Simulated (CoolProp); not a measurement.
Saturation properties of octamethylcyclotetrasiloxane (D4).

The numbers come from the reference Helmholtz-energy equation of state, Thol 2015 in CoolProp.

| T (K) | p (MPa) | liquid density (kg/m³) | vapour density (kg/m³) | surface tension (mN/m) |
|---|---|---|---|---|
| 399 | 0.02316 | 831.3 | 2.126 | 10.7 |
| 410.1 | 0.03350 | 817.3 | 3.017 | 9.96 |
| 421.3 | 0.04739 | 802.7 | 4.197 | 9.20 |
| 432.4 | 0.06531 | 788.0 | 5.706 | 8.46 |
| 443.6 | 0.08841 | 772.8 | 7.642 | 7.72 |
| 454.7 | 0.1172 | 757.1 | 10.05 | 7.01 |
| 465.8 | 0.1527 | 741.0 | 13.05 | 6.30 |
| 477 | 0.1964 | 724.0 | 16.78 | 5.60 |
| 488.1 | 0.2486 | 706.4 | 21.34 | 4.92 |
| 499.3 | 0.3116 | 687.6 | 26.99 | 4.25 |
| 510.4 | 0.3853 | 667.8 | 33.88 | 3.61 |
| 521.5 | 0.4718 | 646.4 | 42.42 | 2.98 |

It boils at 448.9 K under 1 atm.

Surface tension comes from a separate correlation (Mulero 2014), older than this fluid's equation and unchecked against measurements.
